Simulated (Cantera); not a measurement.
A Cantera script and what it prints.

```python
import numpy as np
import cantera as ct

gas_names = """
    Br Br2 H HBr H2 N NH NH2 NH3 N2 N2H2 N2H4 Si SiBr SiBr2 SiBr3 SiBr4 SiH SiHBr3 SiH2 SiH2Br2 SiH3
    SiH3Br SiH4 SiN Si2 Si2N Si3
""".split()
cond_names = """
    Br2(cr) Br2(L) Si(cr) Si(L) Si3N4(a)
""".split()


# ... load() reads the species with a 1 bar reference pressure and builds the phases ...
atoms = {
    'Si': {'Si': 1},
    'HBr': {'H': 1, 'Br': 1},
    'N2': {'N': 2},
}
top_T = {'Si3N4(a)': 2400}  # K; cautious upper limits of use, not melting points


# ... equilibrate(T, P, feed) seeds the gas with the atoms and calls Mixture.equilibrate('TP', solver="vcs", rtol=1e-11, max_steps=5000) ...
results = []
feed = {'Si': 1, 'HBr': 9.8, 'N2': 2.1}  # mol
T = 1223.15  # K
for P in [1, 6.8, 46, 320, 2200, 15000, 100000]:
    mix = equilibrate(T, P, feed)
    results.append((T, P, feed, dict(zip(mix.species_names, mix.species_moles))))

top = {s: max(r[3][s] / sum(r[3][g] for g in gas_names) for r in results) for s in gas_names}
cols = sorted((s for s in top if top[s] > 1e-05), key=lambda s: -top[s])[:8]
seen = [c for c in cond_names if any(r[3].get(c, 0) > 1e-12 for r in results)]
print("log10 of partial pressures in bar; condensed amounts in mol")
print(f"{'P/Pa':>10s}" + "".join(f"{s[:9]:>10s}" for s in cols + seen))
for T, P, feed, n in results:
    ng = sum(n[g] for g in gas_names)
    print(f"{P:10.4g}" + "".join(f"{np.log10(max(n[s] / ng * P / 1e5, 1e-99)):10.3f}" for s in cols)
          + "".join(f"{n.get(c, 0):10.4g}" for c in seen))
```

Result:

```
log10 of partial pressures in bar; condensed amounts in mol
      P/Pa       HBr        N2        H2     SiBr4     SiBr2        Br     SiBr3    SiHBr3  Si3N4(a)
         1    -5.241    -5.765    -5.944    -7.744    -6.105    -6.231    -7.815   -10.177         0
       6.8    -4.386    -4.920    -5.125    -6.081    -5.333    -5.785    -6.598    -8.550         0
        46    -3.558    -4.082    -4.230    -4.745    -4.758    -5.405    -5.642    -7.147   0.02042
       320    -2.715    -3.241    -3.347    -3.701    -4.516    -5.004    -4.999    -6.062   0.05525
      2200    -1.898    -2.392    -2.458    -2.774    -4.336    -4.630    -4.445    -5.064   0.03838
   1.5e+04    -1.091    -1.543    -1.574    -1.880    -4.172    -4.266    -3.917    -4.093  0.007308
     1e+05    -0.273    -0.715    -0.738    -1.042    -4.133    -3.866    -3.478    -3.237         0
```

Cantera equilibrium calculation (NASA polynomials, part measured and part estimated; ideal gas, pure solids and liquids). N2 is the only nitrogen source here; it is nearly inert below about 1500 K, so the nitride shown seldom forms there in practice. The tables' values for SiBr3 are old estimates; treat these amounts as uncertain.
